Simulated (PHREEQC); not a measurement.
3.9 g of hydrous ferric oxide (600 m²/g; 0.2 weak and 0.005 strong sites per Fe, Dzombak-Morel constants, diffuse double layer) in 1 kg of water with 0.3 mol/kgw of an inert sodium salt and 0.0017 mol SrCl2, 0.00036 mol ZnCl2 and 0.00027 mol MnCl2, at 25 °C; the pH is set by adding NaOH or the inert anion's acid. No oxygen is let in. The system is closed to CO2. Nothing may precipitate in this run.

The numbers come from PHREEQC with the ion-association model, wateq4f.dat.

```
pH     Sr sorbed (%)  Zn sorbed (%)  Mn sorbed (%)  surface charge σ (C/m²)
-----  -------------  -------------  -------------  -----------------------
4                0.0            0.3            0.0                    0.350
4.67             0.0            5.1            0.2                    0.305
5.33             0.0           32.3            1.9                    0.233
6                0.1           67.5            7.3                    0.158
6.67             0.2           93.4           33.6                    0.097
7.33             0.8           99.3           82.5                    0.052
8                5.4           99.9           98.1                    0.015
8.67            28.4          100.0           99.8                   -0.015
9.33            70.3          100.0          100.0                   -0.041
10              93.8           99.9          100.0                   -0.075
10.67           98.8           99.8          100.0                   -0.119
11.33           99.6           97.7          100.0                   -0.158
12              99.9           59.3          100.0                   -0.196
```

Along this series the solution becomes supersaturated in solids that the run did not let form, among them Zn(OH)2-e.
